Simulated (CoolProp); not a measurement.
n-perfluorobutane at 298.15 K and 3.97 MPa is throttled through a valve to 1.35 MPa with no heat exchange. Each further row changes one setting.

Values from CoolProp's reference Helmholtz-energy equation of state, Gao 2022.

```json
[
 {"case": "as stated", "temperature change (K)": "+0.4", "final density (kg/m³)": "…"},
 {"case": "outlet pressure 0.405 MPa", "temperature change (K)": "…", "final density (kg/m³)": "…"},
 {"case": "outlet pressure 1.76 MPa", "temperature change (K)": "+0.4", "final density (kg/m³)": "1510"}
]
```

**Question.** What belongs in the gaps?

**Answer.** 
- as stated, final density (kg/m³): 1500
- outlet pressure 0.405 MPa, temperature change (K): +0.5
- outlet pressure 0.405 MPa, final density (kg/m³): 1490
